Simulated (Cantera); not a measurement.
A closed system holds: 1 mol SiF4, 0.46 mol C2H4, 130 mol H2, equilibrated at 2177 °C and 1.65 Torr.

Method: chemical equilibrium by Gibbs-energy minimisation in Cantera with the NASA 1993 tables (ideal gas, pure condensed phases). Candidate condensed phases: C, C6H6, C7H8, C8H18, Si, SiC; 113 gas species. The tables' values for SiF, SiF2 are old estimates; treat these amounts as uncertain. Kinetics and transport are ignored.

Base state: H2 0.628, H 0.339, HF 0.0244, Si 0.00531, C2H2 (acetylene) 0.00222, SiC2 0.000482, SiF 0.000251, SiF2 8.49e-5 (mole fractions); condensed: gas only.

Task: What changes in the equilibrium state with this change: temperature from 2177 °C to 702 °C?

Result: 
```csv
species,before,after
H2,0.628,0.992
SiF4,1.84e-9,0.00749
CH4,9.00e-8,0.000272
H,0.339,2.43e-8
HF,0.0244,0.000146
Si,0.00531,<1e-9
C2H2 (acetylene),0.00222,<1e-9
SiC2,0.000482,<1e-9
SiF,0.000251,<1e-9
C2H,7.74e-5,<1e-9
"C(graphite), mol",0,0.882
"SiC(s), mol",0,0.00218
```
